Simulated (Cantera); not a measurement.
A closed system holds: 1 mol Cu, 6 mol H2O, a varied amount of N2, equilibrated at 14.0 bar.

Cantera equilibrium calculation (NASA polynomials, part measured and part estimated; ideal gas, pure solids and liquids). Candidate condensed phases: Cu, CuO, Cu(OH)2, Cu2O, H2O; 27 gas species. Each liquid is taken as pure. Mutual solubility and eutectic melting of coexisting phases are not modelled. Equilibrium is a limit: real reactors are often held back by kinetics, nucleation or transport.

### Question
What condenses at these points (T in K, n(N2) in mol): (1000, 18); (1200, 27); (1700, 1.7); (800, 18); (1800, 3.8)?

### Answer
| T (K) | n(N2) in mol | condensed phases | Cu condensed (%) |
|---|---|---|---|
| 1000 | 18 | Cu + Cu2O | 100.0 |
| 1200 | 27 | Cu + Cu2O | 100.0 |
| 1700 | 1.7 | Cu + Cu2O | 100.0 |
| 800 | 18 | Cu | 100.0 |
| 1800 | 3.8 | Cu | 100.0 |
